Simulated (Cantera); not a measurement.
**Thermodynamics of tantalum, niobium, vanadium and zirconium in process gases, feed Ta(OEt)5 + CH4**

Charge: 1 mol Ta(OEt)5, 0.41 mol CH4, equilibrated at 520000 Pa.

These are equilibrium values from Cantera (NASA tables, ideal gas, pure condensed phases), not measurements of a reactor. Candidate condensed phases: C, C6H6, C7H8, C8H18, H2O, Ta, TaC, Ta2O5; 113 gas species. The feed counts by its element totals alone. TaC: taken at fixed stoichiometry. Condensed phases not in the tables: Ta2C. The numbers say what is thermodynamically allowed, not how fast it happens.

```
T (K)   x H2   x CO      x H  x C2H2 (acetylene)     x CH4    x C4H2     x CH3  n C(graphite)  n TaC(s)
-----  -----  -----  -------  ------------------  --------  --------  --------  -------------  --------
2098   0.724  0.273  0.00115             0.00103  0.000903   5.97e-7   2.79e-5           4.36      1.00
2198   0.722  0.273  0.00208             0.00183  0.000717   1.89e-6   3.95e-5           4.33      1.00
2298   0.720  0.273  0.00356             0.00308  0.000580   5.40e-6   5.39e-5           4.28      1.00
2398   0.716  0.272  0.00585             0.00495  0.000476   1.41e-5   7.15e-5           4.22      1.00
2498   0.711  0.272  0.00921             0.00762  0.000395   3.38e-5   9.22e-5           4.12      1.00
2598   0.703  0.271   0.0140              0.0113  0.000331   7.54e-5  0.000116           3.98      1.00
2698   0.692  0.270   0.0206              0.0162  0.000279  0.000158  0.000142           3.79      1.00
2798   0.678  0.269   0.0293              0.0225  0.000235  0.000310  0.000170           3.53      1.00
```
x: gas mole fraction; n: condensed amount in mol.

From 2098 K to 2798 K the condensed part is C(graphite) + TaC(s).
